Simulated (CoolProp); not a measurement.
A closed Brayton cycle with dry air: compressor inlet 326.15 K and 1.4 MPa, high pressure 4.57 MPa, turbine inlet 715 K, compressor efficiency 0.8, turbine efficiency 0.93, recuperator effectiveness 0.9 (on enthalpy, no pinch check). Each further row changes one setting.

The numbers come from the reference Helmholtz-energy equation of state, Lemmon 2000 in CoolProp. It is a pseudo-pure fit of the blend.

| case | thermal efficiency (%) | net work (kJ/kg) | compressor to turbine work | compressor exit (K) | turbine exit (K) |
|---|---|---|---|---|---|
| as stated | 14.6 | 29.4 | 0.85 | 489.2 | 531.6 |
| turbine inlet 665 K | 8.4 | [?] | 0.91 | 489.2 | 492.9 |
| compressor inlet 336.15 K | 12.2 | 24.2 | [?] | [?] | 531.6 |
| high pressure 3.88 MPa | [?] | [?] | [?] | 463.4 | 554.0 |
| recuperator effectiveness 0.5 | [?] | 29.4 | 0.85 | 489.2 | 531.6 |

**Question.** Complete the blanks.

**Answer.** 
- turbine inlet 665 K, net work (kJ/kg): 15.4
- compressor inlet 336.15 K, compressor to turbine work: 0.88
- compressor inlet 336.15 K, compressor exit (K): 503.8
- high pressure 3.88 MPa, thermal efficiency (%): 17.8
- high pressure 3.88 MPa, net work (kJ/kg): 32.4
- high pressure 3.88 MPa, compressor to turbine work: 0.81
- recuperator effectiveness 0.5, thermal efficiency (%): 13.4
